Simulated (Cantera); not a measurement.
A closed system holds: 1 mol Pb, 1.1 mol O₂, 19 mol H₂, held at 798.15 K and 0.0420 bar.

These are equilibrium values from Cantera (NASA tables, ideal gas, pure condensed phases), not measurements of a reactor. Candidate condensed phases: H₂O, Pb, PbO, PbO₂, Pb₃O₄; 12 gas species. Rates play no part.

Base state: H₂ 0.884, H₂O 0.116 (mole fractions); condensed: Pb(l).

**Question.** What changes in the equilibrium state with this change: temperature from 798.15 K to 1550 K?

**Answer.** 
```json
[
 {"species": "H₂", "before": "0.884", "after": "0.840"},
 {"species": "H₂O", "before": "0.116", "after": "0.110"},
 {"species": "Pb", "before": "1.37e-6", "after": "0.0500"},
 {"species": "H", "before": "<1e-9", "after": "0.000141"},
 {"species": "Pb(l), mol", "before": "1.000", "after": "0"}
]
```
